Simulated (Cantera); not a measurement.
Feed: 1 mol Al(CH3)3, a varied amount of N2O, 57 mol N2, at 1825 K and 10.0 mbar.

Method: chemical equilibrium by Gibbs-energy minimisation in Cantera with the NASA 1993 tables (ideal gas, pure condensed phases). Candidate condensed phases: Al, AlN, Al2O3, C, C6H6, C7H8, C8H18, H2O; 148 gas species. The feed counts by its element totals alone. Mutual solubility and eutectic melting of coexisting phases are not modelled. Kinetics and transport are ignored.

x: gas mole fraction; n: condensed amount in mol.

```tsv
n(N2O) (mol)	x N2	x H2	x CO	x HCN	x H	x Al	x Al2O	n AlN(s)	n C(graphite)	n Al2O3(s)
0.83	0.913	0.0702	0.0132	0.00175	0.00117	0.000562	…	0.964	2.05	0
0.96	0.911	0.0699	0.0152	0.00175	0.00116	0.000562	…	0.964	1.92	0
1.1	0.909	0.0696	0.0174	0.00174	0.00116	0.000563	…	0.964	1.78	0
1.3	0.907	0.0692	0.0204	0.00173	0.00116	0.000564	4.73e-7	0.964	1.58	0
1.4	0.906	0.0689	0.0219	0.00173	0.00116	0.000564	5.09e-7	0.964	1.48	0
1.7	0.902	0.0683	0.0264	0.00172	0.00115	0.000565	…	0.963	1.18	0
1.9	0.899	0.0679	0.0293	0.00171	0.00115	0.000566	…	0.963	0.983	0
2.2	0.896	0.0672	0.0336	0.00170	0.00114	0.000567	…	0.962	0.682	0
2.5	0.892	0.0666	0.0378	0.00169	0.00114	0.000568	…	0.962	0.382	0
2.9	0.888	0.0660	0.0433	0.00142	0.00113	0.000570	…	0.961	0	0
3.3	0.888	0.0661	0.0444	9.92e-6	0.00113	0.000570	0.000178	0.745	0	0.0961
3.8	0.889	0.0654	0.0440	9.77e-6	0.00113	0.000569	0.000178	0.411	0	0.263
```

Task: Some entries are withheld; supply them.

Result: 
- 0.83, x Al2O: 3.05e-7
- 0.96, x Al2O: 3.51e-7
- 1.1, x Al2O: 4.02e-7
- 1.7, x Al2O: 6.15e-7
- 1.9, x Al2O: 6.84e-7
- 2.2, x Al2O: 7.88e-7
- 2.5, x Al2O: 8.91e-7
- 2.9, x Al2O: 1.21e-6
